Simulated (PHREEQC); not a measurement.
A made-up water analysis in mg/kgw, 25 °C, pH 3.48, pe 8.7:

```tsv
constituent	mg/kgw
Na	13.5
K	14.3
Ca	80.5
Mg	4.37
Cl	49.3
S(6) as SO4	219
Ni	0.499
F	4.52
```

Cl is adjusted to close the charge balance.
Valence states are taken as typed.

The numbers come from PHREEQC with the ion-association model, wateq4f.dat.

The ionic strength comes out as 0.00879 mol/kgw. What activity coefficients do K+, SO4-2, Na+, Mg+2, Cl- get?

K+ 0.91, SO4-2 0.68, Na+ 0.91, Mg+2 0.69, Cl- 0.91.

No solid was allowed to form. Complexes and solids missing from the database can't appear.
